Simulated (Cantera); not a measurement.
A diamond (100) surface in a fixed gas of H2 with x(CH4) = 0.015, x(CH3) = 0.00046, at 1323 K, 188 Torr; coverages are run to steady state.

Model: the Harris–Goodwin 1993 mechanism for the reconstructed diamond (100) surface, integrated in Cantera.

One state of this run: growth (µm/h) = 16.5; θ c6HH = 0.413; θ c6H* = 0.0486; θ c6*H = 0.500; θ c6** = 0.0293; θ c6HM = 0.00282. θ: site fractions in the mechanism's names (c6HH fully hydrogenated, c6H* and c6*H radical sites, c6** diradical, c6HM methylated).

Problem. Which value of x(H) does it belong to?
A. 0.00048
B. 0.0051
C. 0.0011
D. 0.053

Solution. C, 0.0011
